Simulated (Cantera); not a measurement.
# Silicon carbide growth: CH3SiH3 + C2H4 + H2

Input: 1 mol CH3SiH3, 0.094 mol C2H4, 1.6 mol H2, held at 1998.15 K and 13.5 Torr.

These are equilibrium values from Cantera (NASA tables, ideal gas, pure condensed phases), not measurements of a reactor. Candidate condensed phases: C, C6H6, C7H8, C8H18, Si, SiC; 87 gas species. The feed counts by its element totals alone. Kinetics and transport are ignored.

```json
{
  "x(H2)": "0.987",
  "x(H)": "0.0119",
  "x(C2H2 (acetylene))": "0.000749",
  "x(Si)": "0.000129",
  "x(SiH)": "1.17e-5",
  "x(CH4)": "7.48e-6",
  "x(SiH2)": "5.65e-6",
  "x(SiC2)": "5.29e-6",
  "x(Si2C)": "3.51e-6",
  "n(C(graphite))": "0.181 mol",
  "n(SiC(s))": "0.999 mol",
  "gas_amount": "4.817 mol",
  "log10 activity of Si(l) (absent)": "-1.26"
}
```
